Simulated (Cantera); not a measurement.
Feed: 1 mol FeS2, 0.33 mol O2, 6.1 mol H2O, held at 1948 K and 1 atm.

These are equilibrium values from Cantera (NASA tables, ideal gas, pure condensed phases), not measurements of a reactor. Candidate condensed phases: Fe, FeO, Fe(OH)2, Fe(OH)3, FeS, FeSO4, FeS2, Fe2O3, Fe2(SO4)3, Fe3O4, H2O, H2SO4, S; 22 gas species. The tables' stoichiometric FeO is somewhat more stable than real wüstite, so its field is too wide. FeO: taken at fixed stoichiometry. Kinetics and transport are ignored.

Question: What is the equilibrium state?

Answer: 
```
Property                              Value
--------------------------------  ---------
x(H2O)                                0.611
x(H2)                                 0.185
x(SO2)                               0.0809
x(S2)                                0.0681
x(H2S)                               0.0331
x(SO)                                0.0116
x(SH)                               0.00712
x(S2O)                              0.00176
x(S)                               0.000581
n(FeO(l))                         0.998 mol
gas amount                        7.322 mol
log10 activity of Fe(l) (absent)      -0.85
log10 activity of S(l) (absent)       -2.13
```
